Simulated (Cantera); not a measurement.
**Adiabatic ignition**

An adiabatic, constant-volume homogeneous reactor starts with 4.76 % CH₄, 1.33 % C₂H₆, 19.7 % O₂, 74.2 % N₂, equivalence ratio 0.72, at 1073 K and 0.500 bar.

Cantera simulation using GRI-Mech 3.0 (53 species, 325 reactions); the numbers are that mechanism's predictions, not measurements.

```json
[
 {"t (s)": "1.00e-6", "T (K)": "1073", "P (bar)": "0.500", "x CH₄": "0.0476", "x C₂H₆": "0.0133", "x O₂": "0.197", "x CO": "<1e-12", "x N₂O": "<1e-12", "x CO₂": "<1e-12"},
 {"t (s)": "4.64e-6", "T (K)": "1073", "P (bar)": "0.500", "x CH₄": "0.0476", "x C₂H₆": "0.0133", "x O₂": "0.197", "x CO": "<1e-12", "x N₂O": "<1e-12", "x CO₂": "<1e-12"},
 {"t (s)": "2.15e-5", "T (K)": "1073", "P (bar)": "0.500", "x CH₄": "0.0476", "x C₂H₆": "0.0133", "x O₂": "0.197", "x CO": "<1e-12", "x N₂O": "<1e-12", "x CO₂": "<1e-12"},
 {"t (s)": "0.000100", "T (K)": "1073", "P (bar)": "0.500", "x CH₄": "0.0476", "x C₂H₆": "0.0133", "x O₂": "0.197", "x CO": "<1e-12", "x N₂O": "<1e-12", "x CO₂": "<1e-12"},
 {"t (s)": "0.000464", "T (K)": "1073", "P (bar)": "0.500", "x CH₄": "0.0476", "x C₂H₆": "0.0133", "x O₂": "0.197", "x CO": "1.35e-12", "x N₂O": "<1e-12", "x CO₂": "<1e-12"},
 {"t (s)": "0.00215", "T (K)": "1073", "P (bar)": "0.500", "x CH₄": "0.0476", "x C₂H₆": "0.0133", "x O₂": "0.197", "x CO": "1.31e-10", "x N₂O": "<1e-12", "x CO₂": "3.76e-12"},
 {"t (s)": "0.0100", "T (K)": "1073", "P (bar)": "0.500", "x CH₄": "0.0476", "x C₂H₆": "0.0133", "x O₂": "0.197", "x CO": "2.20e-8", "x N₂O": "8.34e-12", "x CO₂": "2.05e-10"},
 {"t (s)": "0.0464", "T (K)": "2599", "P (bar)": "1.24", "x CH₄": "<1e-12", "x C₂H₆": "<1e-12", "x O₂": "0.0544", "x CO": "0.0139", "x N₂O": "6.88e-7", "x CO₂": "0.0586"},
 {"t (s)": "0.215", "T (K)": "2589", "P (bar)": "1.23", "x CH₄": "<1e-12", "x C₂H₆": "<1e-12", "x O₂": "0.0514", "x CO": "0.0137", "x N₂O": "7.48e-7", "x CO₂": "0.0589"},
 {"t (s)": "1.00", "T (K)": "2589", "P (bar)": "1.23", "x CH₄": "<1e-12", "x C₂H₆": "<1e-12", "x O₂": "0.0514", "x CO": "0.0137", "x N₂O": "7.48e-7", "x CO₂": "0.0589"}
]
```
x: mole fraction; the columns are a selection and need not sum to one.

```yaml
time_of_steepest_temperature_rise: 43.2 ms
temperature at 1.00 s: 2589 K
equilibrium_temperature: 2589 K
x(CH₄) at 1.00 s: <1e-12 (gas-phase equilibrium <1e-12)
x(C₂H₆) at 1.00 s: <1e-12 (gas-phase equilibrium <1e-12)
x(O₂) at 1.00 s: 0.0514 (gas-phase equilibrium 0.0514)
```
